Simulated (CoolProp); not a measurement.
R1234yf along the isotherm 136.85 °C: fugacity coefficient from the reference equation and from simpler models built on Tc = 94.7 °C, pc = 3.384 MPa, ω = 0.276; each cubic takes its own stable root.

The numbers come from the reference Helmholtz-energy equation of state, Lemmon 2022 in CoolProp.

| p (MPa) | phase | reference | Redlich-Kwong | Soave-Redlich-Kwong | Peng-Robinson |
|---|---|---|---|---|---|
| 0.94 | gas | 0.9344 | 0.9322 | 0.9365 | 0.9278 |
| 1.88 | gas | 0.8709 | 0.8667 | 0.8752 | 0.8594 |
| 2.82 | gas | 0.8094 | 0.8030 | 0.8159 | 0.7945 |
| 3.76 | supercritical | 0.7498 | 0.7409 | 0.7587 | 0.7330 |
| 4.7 | supercritical | 0.6921 | 0.6803 | 0.7035 | 0.6751 |
| 5.64 | supercritical | 0.6367 | 0.6229 | 0.6517 | 0.6217 |
| 6.58 | supercritical | 0.5860 | 0.5733 | 0.6055 | 0.5748 |
| 7.52 | supercritical | 0.5428 | 0.5329 | 0.5667 | 0.5354 |
| 8.46 | supercritical | 0.5074 | 0.5004 | 0.5347 | 0.5030 |
